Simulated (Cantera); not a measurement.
What does this Cantera script print?

```python
import numpy as np
import cantera as ct

gas = ct.Solution("gri30.yaml")
gas.TPX = 1550, 1000000, {'CH4': 1, 'H2O': 1.2, 'H2': 0.096, 'N2': 0.14}
reactor = ct.IdealGasConstPressureReactor(gas, energy="off", clone=False)
net = ct.ReactorNet([reactor])
net.rtol, net.atol = 1e-08, 1e-18
show = ['CH4', 'H2O', 'H2', 'CH2', 'CO2']
times = np.geomspace(6e-06, 1, 9)

steps = ct.SolutionArray(gas, extra=["t"])
rows = []
print(f"{'t/s':>10s}{'T/K':>9s}{'P/Pa':>11s}" + "".join(f"{s:>11s}" for s in show))
for t in times:
    while net.time < t:
        t_next = net.step()
        steps.append(gas.state, t=t_next)
    rows.append([np.interp(t, steps.t, y) for y in (steps.T, steps.P, *steps(*show).X.T)])
    print(f"{t:10.3e}{rows[-1][0]:9.1f}{rows[-1][1]:11.4g}" + "".join(f"{x:11.3e}" for x in rows[-1][2:]))
rate = np.gradient(steps.T, steps.t)
print("integrator steps:", len(steps.t))
if steps.T.max() > steps.T[0] + 200:
    print(f"time of steepest temperature rise: {steps.t[rate.argmax()]:.4e} s")
gas.TPX = 1550, 1000000, {'CH4': 1, 'H2O': 1.2, 'H2': 0.096, 'N2': 0.14}
gas.equilibrate("TP")
print(f"equilibrium (TP): T = {gas.T:.1f} K  " + "  ".join(f"{s} {gas[s].X[0]:.3e}" for s in show))
```

Output:

```
       t/s      T/K       P/Pa        CH4        H2O         H2        CH2        CO2
 6.000e-06   1550.0      1e+06  4.105e-01  4.926e-01  3.943e-02  1.626e-10  9.369e-18
 2.697e-05   1550.0      1e+06  4.103e-01  4.926e-01  3.951e-02  7.409e-10  5.640e-14
 1.212e-04   1550.0      1e+06  4.095e-01  4.926e-01  3.994e-02  1.048e-09  2.482e-11
 5.449e-04   1550.0      1e+06  4.058e-01  4.921e-01  4.247e-02  1.842e-09  7.391e-09
 2.449e-03   1550.0      1e+06  3.874e-01  4.874e-01  5.878e-02  2.183e-09  8.689e-07
 1.101e-02   1550.0      1e+06  3.220e-01  4.648e-01  1.255e-01  2.519e-09  2.630e-05
 4.949e-02   1550.0      1e+06  2.069e-01  4.222e-01  2.437e-01  3.184e-09  6.066e-04
 2.225e-01   1550.0      1e+06  1.775e-01  3.778e-01  3.013e-01  2.684e-09  6.651e-03
 1.000e+00   1550.0      1e+06  1.731e-01  2.970e-01  3.714e-01  1.391e-09  1.648e-02
integrator steps: 1156
equilibrium (TP): T = 1550.0 K  CH4 4.480e-04  H2O 4.098e-02  H2 7.018e-01  CH2 1.147e-12  CO2 4.608e-03
```

Cantera simulation using GRI-Mech 3.0 (53 species, 325 reactions); the numbers are that mechanism's predictions, not measurements.
